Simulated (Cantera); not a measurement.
Cantera run:

```python
import numpy as np
import cantera as ct

gas_names = """
    Fe FeO Fe(OH)2 H HNO HNO2 HNO3 HO2 H2 H2O H2O2 N NH NH2 NH3 NH2OH NO NO2 NO3 N2 N2H2 N2H4 N2O O OH
    O2 O3
""".split()
cond_names = """
    Fe(a) Fe(c) Fe(d) Fe(L) FeO(s) FeO(L) Fe(OH)2(s) Fe(OH)3(s) Fe2O3(s) Fe3O4(s) H2O(s) H2O(L)
""".split()


# ... load() reads the species with a 1 bar reference pressure and builds the phases ...
atoms = {
    'Fe2O3': {'Fe': 2, 'O': 3},
    'H2': {'H': 2},
    'N2': {'N': 2},
}
top_T = {'Fe2O3(s)': 1830, 'Fe3O4(s)': 1870}  # K; cautious upper limits of use, not melting points


# ... equilibrate(T, P, feed) seeds the gas with the atoms and calls Mixture.equilibrate('TP', solver="vcs", rtol=1e-11, max_steps=5000) ...
results = []
feed = {'Fe2O3': 1, 'H2': 0.32, 'N2': 2}  # mol
T = 1448.15  # K
P = 590000  # Pa
mix = equilibrate(T, P, feed)
results.append((T, P, feed, dict(zip(mix.species_names, mix.species_moles))))
print(gas.report(threshold=0.0001))
for i in range(1, mix.n_phases):
    print(f"{mix.phase(i).name:16s} {mix.phase_moles(i):12.5e} mol")
```

Output:

```
       temperature   1448.2 K
          pressure   5.9e+05 Pa
           density   1.3052 kg/m^3
  mean mol. weight   26.636 kg/kmol
   phase of matter   gas

                          1 kg             1 kmol
                     ---------------   ---------------
          enthalpy        1.6901e+05        4.5019e+06  J
   internal energy       -2.8303e+05       -7.5387e+06  J
           entropy            8649.8         2.304e+05  J/K
    Gibbs function       -1.2357e+07       -3.2915e+08  J
 heat capacity c_p              1362             36278  J/K
 heat capacity c_v            1049.8             27963  J/K

                      mass frac. Y      mole frac. X     chem. pot. / RT
                     ---------------   ---------------   ---------------
               H2O          0.093259           0.13789           -46.438
                N2           0.90642           0.86183           -24.278
                O2        0.00028288        0.00023547           -34.249
     [  +24 minor]        4.2199e-05        4.3303e-05

Fe(c)             0.00000e+00 mol
FeO(s)            0.00000e+00 mol
Fe(OH)2(s)        0.00000e+00 mol
Fe(OH)3(s)        0.00000e+00 mol
Fe2O3(s)          3.64921e-02 mol
Fe3O4(s)          6.42338e-01 mol
```

These are equilibrium values from Cantera (NASA tables, ideal gas, pure condensed phases), not measurements of a reactor. Mutual solubility and eutectic melting of coexisting phases are not modelled.
